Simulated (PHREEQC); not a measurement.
**City or well water: an equilibrium model**

Model water analysis in mmol/kgw, 25 °C, pH 7.33, pe 12.1:

| constituent | mmol/kgw |
|---|---|
| Na | 0.351 |
| K | 0.0347 |
| Ca | 0.101 |
| Mg | 0.346 |
| Cl | 0.0718 |
| S(6) | 0.146 |
| Alkalinity (meq/kgw) | 0.951 |
| Si | 0.00297 |
| N(5) | 0.00059 |

Valence states are taken as typed.

All values are PHREEQC results (ion-association model, wateq4f.dat), not measurements.

| Property | Value |
|---|---|
| ionic strength | 0.00185 mol/kgw |
| charge-balance error | -1.4 % |

| species | molality | activity | log γ |
|---|---|---|---|
| HCO3- | 0.000944 | 0.000900 | -0.020 |
| Na+ | 0.000351 | 0.000334 | -0.021 |
| Mg+2 | 0.000335 | 0.000278 | -0.081 |
| SO4-2 | 0.000137 | 0.000113 | -0.082 |
| Ca+2 | 9.81e-5 | 8.13e-5 | -0.082 |
| CO2 | 9.47e-5 | 9.47e-5 | 0.000 |
| Cl- | 7.18e-5 | 6.84e-5 | -0.021 |
| K+ | 3.47e-5 | 3.30e-5 | -0.021 |
| MgSO4 | 7.37e-6 | 7.38e-6 | 0.000 |
| MgHCO3+ | 3.08e-6 | 2.93e-6 | -0.021 |
| H4SiO4 | 2.96e-6 | 2.96e-6 | 0.000 |
| CaSO4 | 1.83e-6 | 1.83e-6 | 0.000 |

This is a speciation only: nothing precipitates in the calculation. Complexes and solids missing from the database can't appear.
